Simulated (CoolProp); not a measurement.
Properties of cyclopentane along the isotherm 276.85 °C.

Model: reference Helmholtz-energy equation of state, Gedanitz 2015, in CoolProp.

```tsv
p (bar)	phase	density (kg/m³)	conductivity (mW/(m K))	fugacity coefficient
1.45	gas	2.244	43.0	0.9912
2.34	gas	3.641	43.2	0.9858
3.78	gas	5.935	43.6	0.9771
6.11	gas	9.740	(withheld)	(withheld)
9.87	gas	16.14	45.1	(withheld)
16	gas	27.35	46.8	0.9049
25.8	gas	47.80	49.5	0.8487
41.6	gas	91.35	(withheld)	0.7606
67.3	supercritical	243.1	68.6	(withheld)
109	supercritical	(withheld)	(withheld)	(withheld)
176	supercritical	490.0	79.3	0.3548
284	supercritical	537.8	87.5	0.3031
458	supercritical	581.9	97.7	0.3023
```

### Question
Complete the blanks.

### Answer

- 6.11, conductivity (mW/(m K)): 44.2
- 6.11, fugacity coefficient: 0.9631
- 9.87, fugacity coefficient: 0.9408
- 41.6, conductivity (mW/(m K)): 54.9
- 67.3, fugacity coefficient: 0.6202
- 109, density (kg/m³): 425.5
- 109, conductivity (mW/(m K)): 72.5
- 109, fugacity coefficient: 0.4587

Thermal conductivity comes from a separate model (Vassiliou 2015).
